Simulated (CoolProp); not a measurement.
Vapour-liquid equilibrium of n-hexane (1) + hexamethyldisiloxane (MM) (2) at 38.65 °C; x and y are mole fractions of (1).

Values from CoolProp's multi-fluid Helmholtz-energy mixture model, Thol 2019 and Thol 2016; pair parameters Bell 2016.

### Question
Give the bubble pressure and the first vapour's composition at x = 0.575, 0.725, 0.875. Is there an azeotrope?

### Answer
x = 0.575: 0.02333 MPa, y = 0.810; x = 0.725: 0.02740 MPa, y = 0.901; x = 0.875: 0.03175 MPa, y = 0.965. No azeotrope shows between x = 0.05 and 0.95.

Pair parameters are fitted to limited data, so mixtures are less certain than the pure fluids.
